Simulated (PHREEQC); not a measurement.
Solution (25 °C): 3.8 mol/kgw KCl, 0.52 mol/kgw CaCl2 and 0.00021 mol/kgw H4SiO4. Closed to the air; pH follows from the charge balance.

All values are PHREEQC results (Pitzer model, pitzer.dat), not measurements.

```
quantity               before    after
--------------------  -------  -------
pH                       6.20     6.30
H3SiO4- (mol/kgw)     2.46e-7  2.43e-7
SI of Sylvite (KCl)     -0.08    -0.15
SI of SiO2(a) (SiO2)    -0.79    -0.84
```

Question: Which change was made?
A) CaCl2 left out
B) CaCl2 from 0.52 to 0.26 mol/kgw
C) temperature from 25 to 40 °C
D) temperature from 25 to 55 °C
E) CaCl2 from 0.52 to 1.04 mol/kgw

Answer: B, CaCl2 from 0.52 to 0.26 mol/kgw

This is a speciation only: nothing precipitates in the calculation. In brines, pH and single-ion activities rest on the MacInnes convention.
